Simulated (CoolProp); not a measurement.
A closed Brayton cycle with nitrogen: compressor inlet 321.15 K and 2.7 MPa, high pressure 5.3 MPa, turbine inlet 975 K, compressor efficiency 0.89, turbine efficiency 0.85, recuperator effectiveness 0.9 (on enthalpy, no pinch check). Each further row changes one setting.

Computed with CoolProp (reference Helmholtz-energy equation of state, Span 2000).

| case | thermal efficiency (%) | net work (kJ/kg) | compressor to turbine work | compressor exit (K) | turbine exit (K) |
|---|---|---|---|---|---|
| as stated | 36.1 | 74.0 | 0.52 | 398.5 | 842.3 |
| turbine inlet 925 K | 34.4 | 66.1 | (withheld) | 398.5 | 798.0 |
| compressor inlet 331.15 K | 35.1 | 71.4 | 0.54 | 410.8 | 842.3 |
| high pressure 4.5 MPa | 34.2 | 60.0 | (withheld) | (withheld) | 872.7 |
| recuperator effectiveness 0.5 | (withheld) | 74.0 | 0.52 | 398.5 | 842.3 |

**Question.** What belongs in the gaps?

**Answer.** 
- turbine inlet 925 K, compressor to turbine work: 0.55
- high pressure 4.5 MPa, compressor to turbine work: 0.50
- high pressure 4.5 MPa, compressor exit (K): 378.4
- recuperator effectiveness 0.5, thermal efficiency (%): 18.6
